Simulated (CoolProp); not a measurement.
A single-stage vapour-compression cycle with R407C: evaporating at 289.15 K (dew point), condensing at 341.15 K (bubble point), superheat 0 K, subcooling 0 K, compressor efficiency 0.85, no pressure losses. Each further row changes one setting.

Values from CoolProp's reference Helmholtz-energy equation of state, Lemmon 2003. It is a pseudo-pure fit of the blend.

| case | cooling COP | pressure ratio | discharge temperature (K) | refrigerating effect (kJ/kg) | volumetric capacity (kJ/m³) |
|---|---|---|---|---|---|
| as stated | ? | 4.21 | 363.9 | 106 | 3510 |
| evaporating temperature 294.15 K | ? | 3.62 | 362.1 | ? | 4170 |
| condensing temperature 336.15 K | 3.11 | 3.79 | 357.7 | 116 | ? |
| subcooling 5 K | 2.90 | 4.21 | 363.9 | 116 | 3870 |
| superheat 10 K | 2.70 | 4.21 | 373.3 | 116 | 3630 |
| compressor efficiency 0.75 | ? | 4.21 | ? | 106 | 3510 |

Question: What belongs in the gaps?

Answer: 
- as stated, cooling COP: 2.63
- evaporating temperature 294.15 K, cooling COP: 3.03
- evaporating temperature 294.15 K, refrigerating effect (kJ/kg): 108
- condensing temperature 336.15 K, volumetric capacity (kJ/m³): 3840
- compressor efficiency 0.75, cooling COP: 2.32
- compressor efficiency 0.75, discharge temperature (K): 367.6
